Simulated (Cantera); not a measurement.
An isothermal, constant-pressure homogeneous reactor starts with N₂O : H₂O = 1 : 0.051 (molar parts), at 1425 K and 0.0592 atm.

Detailed kinetics in Cantera: GRI-Mech 3.0 (53 species, 325 reactions). GRI-Mech 3.0 was tuned for natural gas; its chemistry of N2O as a main component is partial and can be far from experiment. The temperature is held fixed by assumption; the heat of reaction is taken as removed at once.

x: mole fraction; the columns are a selection and need not sum to one.

```json
[
 {"t (s)": "0.000300", "x N₂O": "0.951", "x H₂O": "0.0485", "x H₂O₂": "4.17e-9", "x N₂": "0.000379", "x OH": "2.95e-5"},
 {"t (s)": "0.000631", "x N₂O": "0.950", "x H₂O": "0.0485", "x H₂O₂": "3.66e-8", "x N₂": "0.000835", "x OH": "6.06e-5"},
 {"t (s)": "0.00133", "x N₂O": "0.948", "x H₂O": "0.0484", "x H₂O₂": "1.64e-7", "x N₂": "0.00181", "x OH": "9.91e-5"},
 {"t (s)": "0.00279", "x N₂O": "0.945", "x H₂O": "0.0483", "x H₂O₂": "2.05e-7", "x N₂": "0.00389", "x OH": "0.000123"},
 {"t (s)": "0.00588", "x N₂O": "0.938", "x H₂O": "0.0482", "x H₂O₂": "1.51e-7", "x N₂": "0.00828", "x OH": "0.000136"},
 {"t (s)": "0.0124", "x N₂O": "0.923", "x H₂O": "0.0480", "x H₂O₂": "1.03e-7", "x N₂": "0.0174", "x OH": "0.000147"},
 {"t (s)": "0.0260", "x N₂O": "0.893", "x H₂O": "0.0475", "x H₂O₂": "?", "x N₂": "?", "x OH": "0.000157"},
 {"t (s)": "0.0548", "x N₂O": "0.835", "x H₂O": "0.0465", "x H₂O₂": "?", "x N₂": "?", "x OH": "0.000166"},
 {"t (s)": "0.115", "x N₂O": "0.728", "x H₂O": "0.0448", "x H₂O₂": "1.79e-8", "x N₂": "0.138", "x OH": "0.000173"},
 {"t (s)": "0.242", "x N₂O": "0.556", "x H₂O": "0.0419", "x H₂O₂": "9.32e-9", "x N₂": "0.245", "x OH": "0.000174"},
 {"t (s)": "0.510", "x N₂O": "0.332", "x H₂O": "0.0383", "x H₂O₂": "5.50e-9", "x N₂": "0.383", "x OH": "0.000168"},
 {"t (s)": "1.07", "x N₂O": "0.128", "x H₂O": "0.0349", "x H₂O₂": "3.80e-9", "x N₂": "0.511", "x OH": "0.000156"},
 {"t (s)": "2.26", "x N₂O": "0.0224", "x H₂O": "0.0332", "x H₂O₂": "2.64e-9", "x N₂": "0.577", "x OH": "0.000131"},
 {"t (s)": "4.75", "x N₂O": "0.00146", "x H₂O": "0.0329", "x H₂O₂": "9.13e-10", "x N₂": "0.590", "x OH": "6.81e-5"},
 {"t (s)": "10.0", "x N₂O": "1.74e-5", "x H₂O": "0.0329", "x H₂O₂": "5.54e-10", "x N₂": "0.591", "x OH": "4.89e-5"}
]
```

Problem. Fill in the missing entries.

Solution. 
- 0.0260, x H₂O₂: 6.41e-8
- 0.0260, x N₂: 0.0359
- 0.0548, x H₂O₂: 3.54e-8
- 0.0548, x N₂: 0.0720
